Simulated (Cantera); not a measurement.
A diamond (100) surface in a fixed gas of H2 with x(CH4) = 0.003, x(H) = 0.0011, at 1223 K, 2000 Pa; coverages are run to steady state.

Model: the Harris–Goodwin 1993 mechanism for the reconstructed diamond (100) surface, integrated in Cantera.

One state of this run: growth (µm/h) = 0.101; θ c6HH = 0.450; θ c6H* = 0.0395; θ c6*H = 0.484; θ c6** = 0.0248; θ c6HM = 0.000246. θ: site fractions in the mechanism's names (c6HH fully hydrogenated, c6H* and c6*H radical sites, c6** diradical, c6HM methylated).

Which value of x(CH3) does it belong to?
A) 6.1e-05
B) 1.2e-05
C) 0.00032
D) 5.2e-06

A, 6.1e-05
